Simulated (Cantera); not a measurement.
A Cantera script and what it prints.

```python
import numpy as np
import cantera as ct

gas_names = """
    CL CL2 H HCL H2 N NH NH2 NH3 N2 N2H2 N2H4 Si SiCL SiCL2 SiCL3 SiCL4 SiH SiHCL3 SiH2 SiH2CL2 SiH3
    SiH3CL SiH4 SiN Si2 Si2N Si3
""".split()
cond_names = """
    NH4CL(a) NH4CL(b) Si(cr) Si(L) Si3N4(a)
""".split()


# ... load() reads the species with a 1 bar reference pressure and builds the phases ...
atoms = {
    'SiH2Cl2': {'Si': 1, 'H': 2, 'CL': 2},
    'NH3': {'N': 1, 'H': 3},
    'N2': {'N': 2},
}
top_T = {'Si3N4(a)': 2400}  # K; cautious upper limits of use, not melting points


# ... equilibrate(T, P, feed) seeds the gas with the atoms and calls Mixture.equilibrate('TP', solver="vcs", rtol=1e-11, max_steps=5000) ...
results = []
feed = {'SiH2Cl2': 1, 'NH3': 3.7, 'N2': 15}  # mol
T = 1698  # K
P = 230  # Pa
mix = equilibrate(T, P, feed)
results.append((T, P, feed, dict(zip(mix.species_names, mix.species_moles))))
x = sorted(zip(gas.X, gas.species_names), reverse=True)
print(f"T = {T:g} K  P = {P:g} Pa  gas = {mix.phase_moles(0):.4g} mol")
print("   x: " + "  ".join(f"{s} {v:.3e}" for v, s in x if v > 0.001))
print("   condensed (mol): " + ("  ".join(f"{mix.phase(i).name} {mix.phase_moles(i):.4g}"
      for i in range(1, mix.n_phases) if mix.phase_moles(i) > 1e-12) or "none"))
```

It prints:

```
T = 1698 K  P = 230 Pa  gas = 24.12 mol
   x: N2 6.857e-01  H2 2.511e-01  HCL 3.938e-02  SiCL2 2.150e-02  H 1.511e-03
   condensed (mol): Si3N4(a) 0.156
```

Cantera equilibrium calculation (NASA polynomials, part measured and part estimated; ideal gas, pure solids and liquids). The tables' values for SiCl, SiCl3 are old estimates; treat these amounts as uncertain.
